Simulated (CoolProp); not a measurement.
Vapour-liquid equilibrium of CHF3 (R23) (1) + R227EA (2) at 0.0598 MPa; x and y are mole fractions of (1).

Computed with CoolProp (multi-fluid Helmholtz-energy mixture model, Penoncello 2003 and Lemmon 2016; pair parameters Bell 2016).

### Question
Give the bubble temperature and the first vapour's composition at x = 0.35, 0.5, 0.65. Is there an azeotrope?

### Answer
x = 0.35: -76.8 °C, y = 0.969; x = 0.5: -82.1 °C, y = 0.984; x = 0.65: -85.3 °C, y = 0.990. No azeotrope shows between x = 0.05 and 0.95.

Pair parameters are fitted to limited data, so mixtures are less certain than the pure fluids.
